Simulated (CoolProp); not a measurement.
The fluid at 293.15 K and 3.94 MPa is compressed adiabatically to 13.2 MPa with isentropic efficiency 0.8. The same conditions are run with several fluids, on thermodynamics alone (safety and materials aside).

The numbers come from the reference Helmholtz-energy equation of state of each fluid (nitrous oxide: Lemmon 2006; methane: Setzmann 1991; oxygen: Schmidt 1985) in CoolProp.

Problem. Rank nitrous oxide, methane, oxygen by work (kJ/kg), highest first.

Solution. methane (251), oxygen (137), nitrous oxide (68.4)

```tsv
fluid	final temperature (K)	final density (kg/m³)
nitrous oxide	401.1	237
methane	409.1	63.9
oxygen	441.9	112
```

Above 300 K oxygen's equation is extrapolated.
